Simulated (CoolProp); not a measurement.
Model: reference Helmholtz-energy equation of state, Lemmon 2003, in CoolProp. It is a pseudo-pure fit of the blend.

Problem. For R407C, give the phase and the density (kg/m³), cp (kJ/(kg K)), expansivity (1/kK), viscosity (µPa s) at 226.85 °C and 9260 kPa.

Solution. 
- 226.85 °C and 9260 kPa: supercritical; density 236, cp 1.40, expansivity 4.28, viscosity 28.1

Viscosity comes from a separate model (Geller 2000).
